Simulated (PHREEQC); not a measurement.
# Polishing slurry liquid (model solution)

A solution holds 23 mmol/kgw HNO3, 3.5 mmol/kgw K2SO4 and 1.9 mmol/kgw CuSO4, at 85 °C. Closed to the air; pH follows from the charge balance.

Computed with PHREEQC (ion-association model, wateq4f.dat).

```yaml
pH: 1.79
ionic_strength: 0.0320 mol/kgw
total_alkalinity: -23.0 meq/kg
```

```json
[
 {"species": "NO3-", "molality": "0.0230", "activity": "0.0188", "log γ": "-0.088"},
 {"species": "H+", "molality": "0.0188", "activity": "0.0161", "log γ": "-0.067"},
 {"species": "K+", "molality": "0.00694", "activity": "0.00571", "log γ": "-0.085"},
 {"species": "HSO4-", "molality": "0.00424", "activity": "0.00351", "log γ": "-0.081"},
 {"species": "Cu+2", "molality": "0.00178", "activity": "0.000885", "log γ": "-0.303"},
 {"species": "SO4-2", "molality": "0.000989", "activity": "0.000475", "log γ": "-0.319"},
 {"species": "CuSO4", "molality": "0.000120", "activity": "0.000121", "log γ": "0.003"},
 {"species": "KSO4-", "molality": "5.45e-5", "activity": "4.56e-5", "log γ": "-0.078"}
]
```

Precipitation was switched off in this run. Constants without temperature data keep their 25 °C values here.
